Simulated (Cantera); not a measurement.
**Equilibrium for tantalum, niobium, vanadium and zirconium in process gases: Ta(OEt)₅ + CH₄**

Feed: 1 mol Ta(OEt)₅, 0.16 mol CH₄, equilibrated at 2400 °C.

Equilibrium computed with Cantera from the NASA thermochemical tables; the gas is ideal and each condensed phase is pure. Candidate condensed phases: C, C₆H₆, C₇H₈, C₈H₁₈, H₂O, Ta, TaC, Ta₂O₅; 113 gas species. The feed counts by its element totals alone. TaC: taken at fixed stoichiometry. Condensed phases not in the tables: Ta₂C. The numbers say what is thermodynamically allowed, not how fast it happens.

From 1.00e-6 bar to 3.60e-5 bar the condensed part is TaC(s). From 0.000220 bar to 10.0 bar the condensed part is C(graphite) + TaC(s).

```json
[
 {"P (Pa)": "0.100", "x H": "0.741", "x H₂": "0.000209", "x CO": "0.145", "x C": "0.108", "x C₃": "0.00214", "x C₂H₂ (acetylene)": "2.22e-8", "n TaC(s)": "0.989", "n C(graphite)": "0"},
 {"P (Pa)": "0.600", "x H": "0.763", "x H₂": "0.00133", "x CO": "0.149", "x C": "0.0641", "x C₃": "0.0159", "x C₂H₂ (acetylene)": "1.77e-6", "n TaC(s)": "1.000", "n C(graphite)": "0"},
 {"P (Pa)": "3.60", "x H": "0.776", "x H₂": "0.00824", "x CO": "0.155", "x C": "0.0242", "x C₃": "0.0309", "x C₂H₂ (acetylene)": "5.64e-5", "n TaC(s)": "1.000", "n C(graphite)": "0"},
 {"P (Pa)": "22", "x H": "0.748", "x H₂": "0.0468", "x CO": "0.165", "x C": "0.00700", "x C₃": "0.0279", "x C₂H₂ (acetylene)": "0.00100", "n TaC(s)": "1.000", "n C(graphite)": "1.06"},
 {"P (Pa)": "130", "x H": "0.611", "x H₂": "0.184", "x CO": "0.193", "x C": "0.00118", "x C₃": "0.00472", "x C₂H₂ (acetylene)": "0.00394", "n TaC(s)": "1.00", "n C(graphite)": "3.46"},
 {"P (Pa)": "770", "x H": "0.367", "x H₂": "0.394", "x CO": "0.229", "x C": "0.000200", "x C₃": "0.000797", "x C₂H₂ (acetylene)": "0.00843", "n TaC(s)": "1.00", "n C(graphite)": "3.69"},
 {"P (Pa)": "4600", "x H": "0.178", "x H₂": "0.554", "x CO": "0.256", "x C": "3.35e-5", "x C₃": "0.000133", "x C₂H₂ (acetylene)": "0.0118", "n TaC(s)": "1.00", "n C(graphite)": "3.66"},
 {"P (Pa)": "28000", "x H": "0.0775", "x H₂": "0.639", "x CO": "0.270", "x C": "5.50e-6", "x C₃": "2.19e-5", "x C₂H₂ (acetylene)": "0.0137", "n TaC(s)": "1.00", "n C(graphite)": "3.63"},
 {"P (Pa)": "170000", "x H": "0.0324", "x H₂": "0.677", "x CO": "0.276", "x C": "9.06e-7", "x C₃": "3.61e-6", "x C₂H₂ (acetylene)": "0.0145", "n TaC(s)": "1.00", "n C(graphite)": "3.62"},
 {"P (Pa)": "1000000", "x H": "0.0135", "x H₂": "0.692", "x CO": "0.279", "x C": "1.54e-7", "x C₃": "6.14e-7", "x C₂H₂ (acetylene)": "0.0148", "n TaC(s)": "1.00", "n C(graphite)": "3.60"}
]
```
x: gas mole fraction; n: condensed amount in mol.
